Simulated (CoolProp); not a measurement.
R404A at several states: fugacity coefficient from the reference equation and from simpler models built on Tc = 345.3 K, pc = 3.735 MPa, ω = 0.293; each cubic takes its own stable root.

Values from CoolProp's reference Helmholtz-energy equation of state, Lemmon 2003. It is a pseudo-pure fit of the blend.

| T (K) | p (MPa) | phase | reference |
|---|---|---|---|
| 295.4 | 0.592 | gas | 0.9012 |
| 357.7 | 0.024 | gas | 0.9979 |
| 402.9 | 1.02 | gas | 0.9437 |
| 458.3 | 2.43 | gas | 0.9192 |
| 479.8 | 5.46 | supercritical | 0.8570 |
| 312.6 | 2.74 | liquid | 0.5148 |

**Question.** How far does each simpler model (van der Waals, Redlich-Kwong, Soave-Redlich-Kwong, Peng-Robinson) lie from the reference over these 6 states: mean and median of the absolute difference, and the worst?

**Answer.** 
- van der Waals: mean 7.1 %, median 2.4 %, worst +33.4 % at 312.6 K and 2.74 MPa
- Redlich-Kwong: mean 3.4 %, median 1.4 %, worst +14.7 % at 312.6 K and 2.74 MPa
- Soave-Redlich-Kwong: mean 1.6 %, median 1.1 %, worst +4.2 % at 312.6 K and 2.74 MPa
- Peng-Robinson: mean 0.5 %, median 0.5 %, worst +0.9 % at 312.6 K and 2.74 MPa
